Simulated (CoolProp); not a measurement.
The fluid at 293.15 K and 7.43 MPa is throttled through a valve to 4.89 MPa with no heat exchange. The same conditions are run with several fluids, on thermodynamics alone (safety and materials aside).

The numbers come from the reference Helmholtz-energy equation of state of each fluid (carbonyl sulfide: Lemmon 2006; R407C: Lemmon 2003; R13: Platzer 1990; propyne: Polt 1992; R245fa: Akasaka 2015) in CoolProp. The equations of Platzer and Polt are older, rougher fits. Blends and air are pseudo-pure fits.

```tsv
fluid	temperature change (K)	final density (kg/m³)
carbonyl sulfide	+0.5	?
R407C	?	1180
R13	?	?
propyne	+0.5	?
R245fa	?	?
```

Problem. Fill in the missing entries.

Solution. 
- carbonyl sulfide, final density (kg/m³): 1020
- R407C, temperature change (K): +0.1
- R13, temperature change (K): -2.2
- R13, final density (kg/m³): 1040
- propyne, final density (kg/m³): 625
- R245fa, temperature change (K): +0.7
- R245fa, final density (kg/m³): 1360
